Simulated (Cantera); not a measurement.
An adiabatic, constant-pressure homogeneous reactor starts with C3H8 : O2 : N2 = 1 : 5.88 : 22.1 (molar parts), equivalence ratio 0.85, at 1425 K and 233 Torr. Integrator tolerance rtol = 1e-08.

Computed with Cantera and GRI-Mech 3.0 (53 species, 325 reactions). GRI-Mech 3.0 was tuned for natural gas; its chemistry of propane as a main component is partial and can be far from experiment.

**Question.** What does this change do: initial temperature 1425 to 1375 K?

**Answer.** 
| quantity | before | after |
|---|---|---|
| time of steepest temperature rise | 0.345 ms | 0.608 ms |
| temperature at 0.300 s | 2599 K | 2582 K |
| equilibrium temperature | 2599 K | 2582 K |
| x(C3H8) at 0.300 s | <1e-12 (gas-phase equilibrium <1e-12) | <1e-12 (gas-phase equilibrium <1e-12) |
| x(O2) at 0.300 s | 0.0381 (gas-phase equilibrium 0.0381) | 0.0376 (gas-phase equilibrium 0.0376) |
| x(CO2) at 0.300 s | 0.0616 (gas-phase equilibrium 0.0616) | 0.0635 (gas-phase equilibrium 0.0635) |
| x(NO) at 0.300 s | 0.0110 (gas-phase equilibrium 0.0110) | 0.0106 (gas-phase equilibrium 0.0106) |
| x(H2O2) at 0.300 s | 1.01e-7 (gas-phase equilibrium 1.01e-7) | 9.80e-8 (gas-phase equilibrium 9.80e-8) |

**Question.** What does this change do: initial temperature 1425 to 1625 K?

**Answer.** 
| quantity | before | after |
|---|---|---|
| time of steepest temperature rise | 0.345 ms | 75.4 µs |
| temperature at 0.300 s | 2599 K | 2666 K |
| equilibrium temperature | 2599 K | 2666 K |
| x(C3H8) at 0.300 s | <1e-12 (gas-phase equilibrium <1e-12) | <1e-12 (gas-phase equilibrium <1e-12) |
| x(O2) at 0.300 s | 0.0381 (gas-phase equilibrium 0.0381) | 0.0398 (gas-phase equilibrium 0.0398) |
| x(CO2) at 0.300 s | 0.0616 (gas-phase equilibrium 0.0616) | 0.0544 (gas-phase equilibrium 0.0544) |
| x(NO) at 0.300 s | 0.0110 (gas-phase equilibrium 0.0110) | 0.0124 (gas-phase equilibrium 0.0124) |
| x(H2O2) at 0.300 s | 1.01e-7 (gas-phase equilibrium 1.01e-7) | 1.10e-7 (gas-phase equilibrium 1.10e-7) |
